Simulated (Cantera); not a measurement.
Feed: 1 mol Cu2O, 0.88 mol H2, 1.7 mol H2O, at 1673.15 K and 0.133 bar.

Cantera equilibrium calculation (NASA polynomials, part measured and part estimated; ideal gas, pure solids and liquids). Candidate condensed phases: Cu, CuO, Cu(OH)2, Cu2O, H2O; 12 gas species. Each liquid is taken as pure. Mutual solubility and eutectic melting of coexisting phases are not modelled. The numbers say what is thermodynamically allowed, not how fast it happens.

Base state: H2O 0.991, O2 0.00657, Cu 0.000835, OH 0.000662, H2 0.000506 (mole fractions); condensed: Cu(l) + Cu2O(l).

Problem. What changes in the equilibrium state with this change: Cu2O replaced by CuO?

Solution. 
```tsv
species	before	after
H2O	0.991	0.991
O2	0.00657	0.00657
Cu	0.000835	0.000835
OH	0.000662	0.000662
H2	0.000506	0.000506
Cu(l), mol	1.83	0.825
Cu2O(l), mol	0.0863	0.0863
```

Problem. What changes in the equilibrium state with this change: temperature from 1673.15 K to 1823 K?

Solution. 
| species | before | after |
|---|---|---|
| H2O | 0.991 | 0.969 |
| O2 | 0.00657 | 0.0225 |
| Cu | 0.000835 | 0.00528 |
| Cu2 | 8.84e-7 | 1.12e-5 |
| CuO | 3.84e-6 | 3.73e-5 |
| Cu(l), mol | 1.83 | 1.99 |
| Cu2O(l), mol | 0.0863 | 0 |

Problem. What changes in the equilibrium state with this change: pressure from 0.133 bar to 29.0 mbar?

Solution. 
```
species         before    after
------------  --------  -------
H2O              0.991    0.972
O2             0.00657   0.0226
Cu            0.000835  0.00384
O              7.43e-6  2.95e-5
CuO            3.84e-6  1.53e-5
H              7.03e-6  1.60e-5
Cu(l), mol        1.83     1.99
Cu2O(l), mol    0.0863        0
```
